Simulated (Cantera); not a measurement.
## Equilibrium for calcination and drying: Mg(OH)2 + C + H2 + H2O

Charge: 1 mol Mg(OH)2, 0.29 mol C, 0.092 mol H2, 0.034 mol H2O, equilibrated at 2150 K and 133 Pa.

Method: chemical equilibrium by Gibbs-energy minimisation in Cantera with the NASA 1993 tables (ideal gas, pure condensed phases). Candidate condensed phases: C, C6H6, C7H8, C8H18, H2O, Mg, MgCO3, MgO, Mg(OH)2; 116 gas species. The tables' values for MgH are old estimates; treat these amounts as uncertain. Equilibrium is a limit: real reactors are often held back by kinetics, nucleation or transport.

```
Property                                    Value
--------------------------------------  ---------
x(H2O)                                      0.454
x(H2)                                       0.239
x(CO)                                       0.137
x(H)                                       0.0564
x(CO2)                                     0.0509
x(Mg)                                      0.0438
x(OH)                                      0.0139
x(O)                                      0.00231
x(O2)                                     0.00187
n(MgO(s))                               0.931 mol
gas amount                              1.545 mol
log10 activity of Mg(l) (absent)            -5.96
log10 activity of C(graphite) (absent)      -8.19
```
